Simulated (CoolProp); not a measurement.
Vapour-liquid equilibrium of hydrogen chloride (1) + n-butane (2) at 1.22 bar; x and y are mole fractions of (1).

Computed with CoolProp (multi-fluid Helmholtz-energy mixture model, Thol 2018 and Bücker 2006; pair parameters Bell 2016).

| x | bubble temperature, mixture model (°C) | bubble temperature, Raoult's law (°C) | y, mixture model | y, Raoult's law |
|---|---|---|---|---|
| 0.05 | -33.4 | -18.8 | 0.807 | 0.628 |
| 0.15 | -63.2 | -41.5 | 0.970 | 0.892 |
| 0.25 | -73.0 | -53.2 | 0.986 | 0.952 |
| 0.35 | -76.8 | -60.6 | 0.990 | 0.974 |
| 0.45 | -78.2 | -66.0 | 0.992 | 0.985 |
| 0.55 | -78.5 | -70.1 | 0.992 | 0.991 |
| 0.65 | -78.6 | -73.5 | 0.992 | 0.995 |
| 0.75 | -78.9 | -76.3 | 0.993 | 0.997 |
| 0.85 | -79.6 | -78.6 | 0.994 | 0.998 |
| 0.95 | -80.8 | -80.7 | 0.997 | 1.000 |

The largest gap from Raoult's law is -21.7 K in bubble temperature, at x = 0.15. No azeotrope shows between x = 0.05 and 0.95.

The pair parameters rest on a limited set of measurements; away from them the model extrapolates. With so large a gap from Raoult's law the liquid may split in two, which this calculation doesn't test in full.
